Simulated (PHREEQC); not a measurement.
## Metal-bearing waste water: speciation

Dissolve 32 mmol/kgw NiSO4, 14 mmol/kgw MgSO4, 49 mmol/kgw H2SO4 and 0.047 mmol/kgw NaCl at 90 °C. Closed to the air; pH follows from the charge balance.

Equilibrium calculation in PHREEQC: ion-association model, wateq4f.dat.

Each row changes one thing in this solution. Precipitation was switched off in this run.

| case | pH | ionic strength (mol/kgw) | HSO4- (mol/kgw) | Ni+2 (mol/kgw) | SO4-2 (mol/kgw) | NiSO4 (mol/kgw) | SI of Morenosite (NiSO4:7H2O) | SI of Halite (NaCl) |
|---|---|---|---|---|---|---|---|---|
| as made | 1.61 | 0.136 | 0.0670 | 0.0242 | 0.0128 | 0.00785 | -2.61 | -10.66 |
| H2SO4 from 0.049 to 0.245 mol/kgw | 0.79 | 0.341 | 0.272 | 0.0281 | 0.0103 | 0.00392 | -2.92 | -10.73 |
| NaCl from 4.7e-05 to 0.00047 mol/kgw | 1.61 | 0.137 | 0.0670 | 0.0242 | 0.0128 | 0.00784 | -2.62 | -8.66 |
| diluted 2-fold with water | 1.84 | 0.0720 | 0.0312 | 0.0119 | 0.00848 | 0.00406 | -2.90 | -11.20 |
| MgSO4 replaced by Cs2SO4 at the same molality | 1.67 | 0.140 | 0.0706 | 0.0231 | 0.0155 | 0.00888 | -2.56 | -10.66 |
| MgSO4 from 0.014 to 0.0154 mol/kgw | 1.61 | 0.138 | 0.0673 | 0.0241 | 0.0131 | 0.00791 | -2.61 | -10.66 |
| diluted 10-fold with water | 2.36 | 0.0177 | 0.00485 | 0.00246 | 0.00323 | 0.000742 | -3.64 | -12.50 |
| H2SO4 left out | 5.57 | 0.0883 | 1.44e-5 | 0.0181 | 0.0220 | 0.0139 | -2.37 | -10.63 |
| NiSO4 from 0.032 to 0.016 mol/kgw | 1.52 | 0.107 | 0.0603 | 0.0126 | 0.00874 | 0.00335 | -2.99 | -10.63 |

Constants without temperature data keep their 25 °C values here.
